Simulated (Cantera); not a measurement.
An isothermal, constant-pressure homogeneous reactor starts with 2.38 % C2H6, 97.6 % N2, at 1348 K and 0.0267 bar.

Model: GRI-Mech 3.0 (53 species, 325 reactions), integrated in Cantera. GRI-Mech 3.0 stops at C3 and has no aromatics, soot or wall deposition, so with more carbon than oxygen in the feed, carbon stays in small species such as C2H2 where larger ones or solid carbon would form. Radical loss at walls, strong at low pressure, is not modelled.

Question: Predict: x(C2H6) at 80.0 s; x(CH3) at 80.0 s; x(H) at 80.0 s; x(HCN) at 80.0 s; x(H2) at 80.0 s.

Answer: 
```
Property                                             Result
-----------------  ----------------------------------------
x(C2H6) at 80.0 s  3.76e-7 (gas-phase equilibrium 4.47e-10)
x(CH3) at 80.0 s    4.99e-6 (gas-phase equilibrium 1.43e-7)
x(H) at 80.0 s      1.79e-6 (gas-phase equilibrium 3.04e-6)
x(HCN) at 80.0 s     1.40e-7 (gas-phase equilibrium 0.0326)
x(H2) at 80.0 s       0.0377 (gas-phase equilibrium 0.0453)
```
